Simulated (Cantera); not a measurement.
# Low-pressure radical oxidation in H2/O2

An isothermal, constant-pressure homogeneous reactor starts with H2 : O2 = 0.016 : 1 (molar parts), equivalence ratio 0.0080, at 1325 K and 0.00799 atm.

Detailed kinetics in Cantera: GRI-Mech 3.0 (53 species, 325 reactions). Radical loss at walls, strong at low pressure, is not modelled.

```csv
t (s),x H2,x O2,x OH,x HO2,x H2O2
4.00e-5,0.0157,0.984,1.02e-9,2.94e-9,<1e-12
0.000102,0.0157,0.984,4.63e-9,7.50e-9,<1e-12
0.000261,0.0157,0.984,1.79e-8,1.92e-8,5.14e-12
0.000666,0.0157,0.984,8.47e-8,4.89e-8,3.25e-11
0.00170,0.0157,0.984,1.25e-6,1.26e-7,1.97e-10
0.00434,0.0144,0.983,0.000619,5.33e-7,3.01e-9
0.0111,0.000110,0.970,0.00177,5.22e-7,1.38e-8
0.0283,9.46e-5,0.970,0.00170,5.05e-7,1.31e-8
0.0722,8.77e-5,0.971,0.00164,4.88e-7,1.29e-8
0.184,7.31e-5,0.973,0.00149,4.48e-7,1.24e-8
0.471,4.84e-5,0.977,0.00122,3.67e-7,1.12e-8
1.20,2.18e-5,0.981,0.000819,2.39e-7,8.56e-9
3.07,6.40e-6,0.983,0.000445,1.13e-7,4.96e-9
7.83,1.44e-6,0.984,0.000211,4.07e-8,2.09e-9
20.0,3.13e-7,0.984,9.85e-5,1.58e-8,7.07e-10
```
x: mole fraction; the columns are a selection and need not sum to one.

Equilibrium at this temperature and pressure: H2 2.40e-8, O2 0.984, OH 2.73e-5, HO2 1.80e-8, H2O2 9.37e-11 (gas phase only).
